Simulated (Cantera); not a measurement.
A closed system holds: 1 mol HI, 0.77 mol H2O, 0.22 mol O2, equilibrated at 898.15 K and 1.00 bar.

Method: chemical equilibrium by Gibbs-energy minimisation in Cantera with the NASA 1993 tables (ideal gas, pure condensed phases). Candidate condensed phases: H2O, I2; 12 gas species. The numbers say what is thermodynamically allowed, not how fast it happens.

Base state: H2O 0.680, I2 0.243, HI 0.0664, I 0.00960, H2 0.000522 (mole fractions); condensed: gas only.

What changes in the equilibrium state with this change: temperature from 898.15 K to 2198 K?


```tsv
species	before	after
H2O	0.680	0.533
I	0.00960	0.419
HI	0.0664	0.0218
I2	0.243	0.00217
H2	0.000522	0.0190
OH	<1e-9	0.00300
O2	<1e-9	0.00100
H	<1e-9	0.000767
O	<1e-9	8.45e-5
```
